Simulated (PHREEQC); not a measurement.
Solution (25 °C and 100 atm): 0.43 mol/kgw MgCl2, 0.00063 mol/kgw NaHCO3 and 0.036 mol/kgw MgSO4. Closed to the air; pH follows from the charge balance.

Equilibrium calculation in PHREEQC: ion-association model, phreeqc.dat.

No solid was allowed to form.

**Question.** Predict the pH.

**Answer.** pH 7.08.

**Question.** In which forms is Mg present?

**Answer.** Mg+2 94 %, MgSO4 5.9 % of the Mg.

The ionic strength is past about 0.7 mol/kgw, beyond the range of this activity model, so the values are rough. Under pressure, the constants of complexes without a molar volume in the database are unreliable.
